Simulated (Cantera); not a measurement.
Gas mixture: O₂ = 0.21 (molar parts), at 101000 Pa, frozen composition.

Cantera's kinetic-theory transport with the Lennard-Jones parameters of GRI-Mech 3.0, ideal gas; thermal conductivity in the mixture-averaged form.

D: mixture-averaged diffusion coefficient of that species in the mixture.

```csv
T (K),ρ (kg/m³),cp (J/kg/K),μ (µPa s),λ (mW/m/K),Pr,D (cm²/s) CH₃,D (cm²/s) NH₃,D (cm²/s) O
400,0.975,941.4,25.6,33.9,0.713,0.379,0.385,0.543
650,0.600,1017,36.0,51.6,0.709,0.876,0.938,1.24
900,0.433,1074,44.7,67.6,0.710,1.52,1.66,2.14
1150,0.339,1109,52.5,82.2,0.708,2.29,2.54,3.22
1400,0.279,1134,…,…,0.707,…,…,…
1650,0.236,1155,66.4,108,0.707,4.17,4.68,5.85
1900,0.205,1174,…,…,0.707,…,…,…
```

**Question.** What belongs in the gaps?

**Answer.** 
- 1400, μ (µPa s): 59.7
- 1400, λ (mW/m/K): 95.7
- 1400, D (cm²/s) CH₃: 3.18
- 1400, D (cm²/s) NH₃: 3.55
- 1400, D (cm²/s) O: 4.46
- 1900, μ (µPa s): 72.7
- 1900, λ (mW/m/K): 121
- 1900, D (cm²/s) CH₃: 5.28
- 1900, D (cm²/s) NH₃: 5.93
- 1900, D (cm²/s) O: 7.40
